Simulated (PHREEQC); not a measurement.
## Copper plating or etch bath (model solution)

Consider water at 25 °C with 32 mmol/kgw Cu(NO3)2, 93 mmol/kgw HNO3 and 0.69 mmol/kgw KCl. Closed to the air; pH follows from the charge balance.

Equilibrium calculation in PHREEQC: ion-association model, wateq4f.dat.

Precipitation was switched off in this run.

### Question
Estimate the pH.

### Answer
pH 1.13.

### Question
In which forms is Cl present?

### Answer
Cl- 97 %, CuCl+ 2.8 % of the Cl.
